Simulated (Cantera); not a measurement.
An isothermal plug-flow reactor at 575 K and 3.45 atm (inlet), inlet velocity 0.87 m/s, active area per volume 130 1/m; feed 1.96 % H2, 5.99 % O2, 91.1 % N2, 0.968 % H2O, equivalence ratio 0.16.

Cantera simulation using Deutschmann's 1995 Pt surface mechanism with GRI-Mech 3.0 gas chemistry; the numbers are that mechanism's predictions, not measurements. Catalytic surfaces can have several steady states; this one follows from the mechanism file's or the stated starting coverage. Mass transfer to the wall is taken as infinitely fast.

One state of this run: x H2 = 0.000975; x O2 = 0.0511; x H2O = 0.0286; θ free Pt = 0.0305; θ O* = 0.940; θ OH* = 0.0295. x: gas mole fraction; θ: surface coverage.

### Question
Which value of z (m) does it belong to?
(A) 0.0073
(B) 0.0044
(C) 7.3e-05
(D) 0.00034

### Answer
A, 0.0073
